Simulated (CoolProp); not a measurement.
Vapour-liquid equilibrium of acetone (1) + ethanol (2) at 265.8 K; x and y are mole fractions of (1).

Model: multi-fluid Helmholtz-energy mixture model, Lemmon 2006 and Schroeder 2014; pair parameters Bell 2016, in CoolProp.

```json
[
 {"x": "0.05", "bubble pressure, mixture model (MPa)": "0.001590", "bubble pressure, Raoult's law (MPa)": "0.001204", "y, mixture model": "0.437", "y, Raoult's law": "0.258"},
 {"x": "0.125", "bubble pressure, mixture model (MPa)": "0.002377", "bubble pressure, Raoult's law (MPa)": "0.001600", "y, mixture model": "0.649", "y, Raoult's law": "0.486"},
 {"x": "0.2", "bubble pressure, mixture model (MPa)": "0.002987", "bubble pressure, Raoult's law (MPa)": "0.001996", "y, mixture model": "0.739", "y, Raoult's law": "0.623"},
 {"x": "0.275", "bubble pressure, mixture model (MPa)": "0.003467", "bubble pressure, Raoult's law (MPa)": "0.002392", "y, mixture model": "0.789", "y, Raoult's law": "0.715"},
 {"x": "0.35", "bubble pressure, mixture model (MPa)": "0.003855", "bubble pressure, Raoult's law (MPa)": "0.002788", "y, mixture model": "0.822", "y, Raoult's law": "0.781"},
 {"x": "0.425", "bubble pressure, mixture model (MPa)": "0.004179", "bubble pressure, Raoult's law (MPa)": "0.003184", "y, mixture model": "0.847", "y, Raoult's law": "0.830"},
 {"x": "0.5", "bubble pressure, mixture model (MPa)": "0.004463", "bubble pressure, Raoult's law (MPa)": "0.003580", "y, mixture model": "0.867", "y, Raoult's law": "0.869"},
 {"x": "0.575", "bubble pressure, mixture model (MPa)": "0.004722", "bubble pressure, Raoult's law (MPa)": "0.003976", "y, mixture model": "0.885", "y, Raoult's law": "0.900"},
 {"x": "0.65", "bubble pressure, mixture model (MPa)": "0.004972", "bubble pressure, Raoult's law (MPa)": "0.004372", "y, mixture model": "0.903", "y, Raoult's law": "0.925"},
 {"x": "0.725", "bubble pressure, mixture model (MPa)": "0.005220", "bubble pressure, Raoult's law (MPa)": "0.004768", "y, mixture model": "0.920", "y, Raoult's law": "0.946"},
 {"x": "0.8", "bubble pressure, mixture model (MPa)": "0.005475", "bubble pressure, Raoult's law (MPa)": "0.005164", "y, mixture model": "0.939", "y, Raoult's law": "0.964"},
 {"x": "0.875", "bubble pressure, mixture model (MPa)": "0.005742", "bubble pressure, Raoult's law (MPa)": "0.005560", "y, mixture model": "0.959", "y, Raoult's law": "0.979"},
 {"x": "0.95", "bubble pressure, mixture model (MPa)": "0.006023", "bubble pressure, Raoult's law (MPa)": "0.005956", "y, mixture model": "0.983", "y, Raoult's law": "0.992"}
]
```

The largest gap from Raoult's law is +49.6 % in bubble pressure, at x = 0.2. No azeotrope shows between x = 0.05 and 0.95.

Pair parameters are fitted to limited data, so mixtures are less certain than the pure fluids.
